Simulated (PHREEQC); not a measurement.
Na2CO3 is added in steps, without added water, to 1 kg of water holding 0.03 mol HF and 0.0047 mol KF, at 60 °C. Oxygen is held at 0.21 atm. No CO2 enters from the air. The run lets Nahcolite, Natron precipitate or redissolve, and no other solid.

Base run: PHREEQC, ion-association model, wateq4f.dat. Each further column changes one thing. The table gives HF (mol/kgw).

| Na2CO3 added (mol) | base | metal-ligand complexes left out | Debye-Hückel limiting law | Davies equation for every ion | database phreeqc.dat |
|---|---|---|---|---|---|
| 0 | 0.0265 | 0.0265 | 0.0265 | 0.0265 | 0.0274 |
| 0.01035 | 0.00821 | 0.00820 | 0.00820 | 0.00821 | 0.00830 |
| 0.0207 | 4.12e-5 | 4.12e-5 | 4.21e-5 | 4.21e-5 | 4.11e-5 |
| 0.03105 | 6.86e-7 | [?] | 6.89e-7 | 7.03e-7 | 6.93e-7 |
| 0.03795 | 1.37e-7 | [?] | 1.36e-7 | 1.40e-7 | 1.39e-7 |
| 0.0483 | 6.61e-8 | [?] | 6.55e-8 | 6.81e-8 | 6.71e-8 |
| 0.05865 | 4.59e-8 | [?] | 4.53e-8 | 4.75e-8 | 4.66e-8 |
| 0.069 | 3.62e-8 | [?] | 3.56e-8 | 3.76e-8 | 3.68e-8 |

**Question.** Some entries are withheld; supply them.

**Answer.** 
- 0.03105, metal-ligand complexes left out: 2.75e-7
- 0.03795, metal-ligand complexes left out: 4.37e-8
- 0.0483, metal-ligand complexes left out: 1.99e-8
- 0.05865, metal-ligand complexes left out: 1.31e-8
- 0.069, metal-ligand complexes left out: 9.86e-9

Constants without temperature data keep their 25 °C values here. phreeqc.dat and wateq4f.dat share most of their constants, so their agreement is no independent check.
